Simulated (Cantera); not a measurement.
Iron carbonyl, mercury and lead vapours: Fe(CO)5 + H2

Feed: 1 mol Fe(CO)5, 0.53 mol H2, equilibrated at 66.0 Torr.

Equilibrium computed with Cantera from the NASA thermochemical tables; the gas is ideal and each condensed phase is pure. Candidate condensed phases: C, C6H6, C7H8, C8H18, Fe, Fe(CO)5, FeO, Fe(OH)2, Fe(OH)3, Fe2O3, Fe3O4, H2O; 114 gas species. Iron dissolves carbon and melts from about 1420 K in contact with it, which pure phases cannot show. Condensed phases not in the tables: cementite and carbon dissolved in iron. Equilibrium is a limit: real reactors are often held back by kinetics, nucleation or transport.

```csv
T (K),log p CO,log p H2,log p CO2,log p H2O,n C(graphite),n Fe(α),n Fe(γ)
1125,-1.10,-2.07,-3.44,-4.37,0.0255,1.00,0
1200,-1.10,-2.07,-3.92,-4.76,0.00850,0,1.00
1275,-1.10,-2.07,-4.35,-5.11,0.00323,0,1.00
1350,-1.10,-2.07,-4.73,-5.42,0.00137,0,1.00
1425,-1.10,-2.07,-5.07,-5.69,0.000639,0,1.000
1500,-1.10,-2.07,-5.38,-5.94,0,0,1.000
1575,-1.10,-2.07,-5.65,-6.16,0,0,1.000
```
log p: log10 of the partial pressure in bar; n: condensed amount in mol.

At 1125 K the condensed part is C(graphite) + Fe(α). From 1200 K to 1425 K the condensed part is C(graphite) + Fe(γ). From 1500 K to 1575 K the condensed part is Fe(γ).
